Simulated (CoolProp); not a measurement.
Computed with CoolProp (reference Helmholtz-energy equation of state, Thol 2015).

Task: For octamethylcyclotetrasiloxane (D4), give the phase and the density (kg/m³), cp (kJ/(kg K)), fugacity coefficient at 604.2 K and 0.272 MPa; 410.4 K and 0.113 MPa; 430.2 K and 0.633 MPa.

Result: 
- 604.2 K and 0.272 MPa: gas; density 17.2, cp 2.03, fugacity coefficient 0.937
- 410.4 K and 0.113 MPa: liquid; density 817, cp 1.90, fugacity coefficient 0.292
- 430.2 K and 0.633 MPa: liquid; density 793, cp 1.95, fugacity coefficient 0.0978
